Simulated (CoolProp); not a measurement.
Propylene along the isobar 4.87 MPa: density (kg/m³) from the reference equation and from simpler models built on Tc = 91.1 °C, pc = 4.555 MPa, ω = 0.146; each cubic takes its own stable root.

Values from CoolProp's reference Helmholtz-energy equation of state, Lemmon 2013.

```
T (°C)    phase  reference  van der Waals  Soave-Redlich-Kwong  Peng-Robinson
-------  ------  ---------  -------------  -------------------  -------------
-156.55  liquid      737.1          455.5                674.1          754.6
-143.95  liquid      723.1          449.2                665.6          745.6
-131.25  liquid      709.1          442.8                656.5          736.0
-118.65  liquid      695.3          436.2                646.9          725.9
-105.95  liquid      681.4          429.4                636.6          715.0
-93.35   liquid      667.5          422.3                625.7          703.4
-80.65   liquid      653.3          415.0                614.1          691.0
-68.05   liquid      639.0          407.4                601.8          677.7
-55.35   liquid      624.4          399.4                588.6          663.4
-42.75   liquid      609.5          391.1                574.6          648.2
-30.05   liquid      594.0          382.4                559.4          631.5
-17.45   liquid      578.1          373.1                543.2          613.7
-4.75    liquid      561.3          363.3                525.6          594.0
7.85     liquid      543.7          352.7                506.5          572.6
20.55    liquid      524.8          341.2                485.4          548.8
```
